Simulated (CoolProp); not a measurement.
CHF3 (R23) along the isotherm 309.1 K: fugacity coefficient from the reference equation and from simpler models built on Tc = 299.3 K, pc = 4832 kPa, ω = 0.263; each cubic takes its own stable root.

Computed with CoolProp (reference Helmholtz-energy equation of state, Penoncello 2003).

```json
[
 {"p (kPa)": "38.2", "phase": "gas", "reference": "0.9974"},
 {"p (kPa)": "59.5", "phase": "gas", "reference": "0.9960"},
 {"p (kPa)": "92.6", "phase": "gas", "reference": "0.9938"},
 {"p (kPa)": "144", "phase": "gas", "reference": "0.9904"},
 {"p (kPa)": "225", "phase": "gas", "reference": "0.9850"},
 {"p (kPa)": "350", "phase": "gas", "reference": "0.9767"},
 {"p (kPa)": "544", "phase": "gas", "reference": "0.9638"},
 {"p (kPa)": "848", "phase": "gas", "reference": "0.9438"},
 {"p (kPa)": "1320", "phase": "gas", "reference": "0.9131"},
 {"p (kPa)": "2060", "phase": "gas", "reference": "0.8655"},
 {"p (kPa)": "3200", "phase": "gas", "reference": "0.7936"},
 {"p (kPa)": "4980", "phase": "supercritical", "reference": "0.6819"},
 {"p (kPa)": "7760", "phase": "supercritical", "reference": "0.5084"},
 {"p (kPa)": "12100", "phase": "supercritical", "reference": "0.3732"}
]
```

Question: How far does each simpler model (Redlich-Kwong, Peng-Robinson) lie from the reference over these 14 states: mean and median of the absolute difference, and the worst?

Answer: 
- Redlich-Kwong: mean 1.0 %, median 0.2 %, worst +6.2 % at 309.1 K and 12100 kPa
- Peng-Robinson: mean 0.5 %, median 0.3 %, worst +2.1 % at 309.1 K and 12100 kPa
